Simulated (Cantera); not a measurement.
Cantera run:

```python
import numpy as np
import cantera as ct

gas_names = """
    F F2 N NF NF2 NF3 N2 Si SiF SiF2 SiF3 SiF4 SiN Si2 Si2N Si3
""".split()
cond_names = """
    Si(cr) Si(L) Si3N4(a)
""".split()


# ... load() reads the species with a 1 bar reference pressure and builds the phases ...
atoms = {
    'Si3N4': {'Si': 3, 'N': 4},
    'F2': {'F': 2},
}
top_T = {'Si3N4(a)': 2400}  # K; cautious upper limits of use, not melting points


# ... equilibrate(T, P, feed) seeds the gas with the atoms and calls Mixture.equilibrate('TP', solver="vcs", rtol=1e-11, max_steps=5000) ...
results = []
T = 1100  # K
P = 54000  # Pa
for m in [2.4, 4.3, 6.2, 8, 9.9, 12, 14, 15, 17]:
    feed = {'Si3N4': 1, 'F2': m}  # mol
    mix = equilibrate(T, P, feed)
    results.append((T, P, feed, dict(zip(mix.species_names, mix.species_moles))))

top = {s: max(r[3][s] / sum(r[3][g] for g in gas_names) for r in results) for s in gas_names}
cols = sorted((s for s in top if top[s] > 1e-05), key=lambda s: -top[s])[:9]
seen = [c for c in cond_names if any(r[3].get(c, 0) > 1e-12 for r in results)]
print("log10 of partial pressures in bar; condensed amounts in mol")
print(f"{'n(F2)':>10s}" + "".join(f"{s[:9]:>10s}" for s in cols + seen))
for T, P, feed, n in results:
    ng = sum(n[g] for g in gas_names)
    print(f"{feed['F2']:10.4g}" + "".join(f"{np.log10(max(n[s] / ng * P / 1e5, 1e-99)):10.3f}" for s in cols)
          + "".join(f"{n.get(c, 0):10.4g}" for c in seen))
```

Result:

```
log10 of partial pressures in bar; condensed amounts in mol
     n(F2)      SiF4        F2        N2         F       NF3      SiF3  Si3N4(a)
       2.4    -0.490   -32.055    -0.666   -16.644   -49.415    -4.372       0.6
       4.3    -0.490   -32.055    -0.666   -16.644   -49.415    -4.372    0.2833
       6.2    -0.516    -2.052    -0.692    -1.642    -4.424   -19.400         0
         8    -0.667    -0.988    -0.845    -1.110    -2.905   -20.083         0
       9.9    -0.779    -0.785    -0.960    -1.009    -2.659   -20.297         0
        12    -0.876    -0.684    -1.059    -0.958    -2.557   -20.444         0
        14    -0.952    -0.629    -1.137    -0.931    -2.513   -20.547         0
        15    -0.985    -0.609    -1.171    -0.921    -2.500   -20.590         0
        17    -1.045    -0.579    -1.233    -0.906    -2.485   -20.665         0
```

Method: chemical equilibrium by Gibbs-energy minimisation in Cantera with the NASA 1993 tables (ideal gas, pure condensed phases). The tables' values for SiF3 are old estimates; treat these amounts as uncertain.
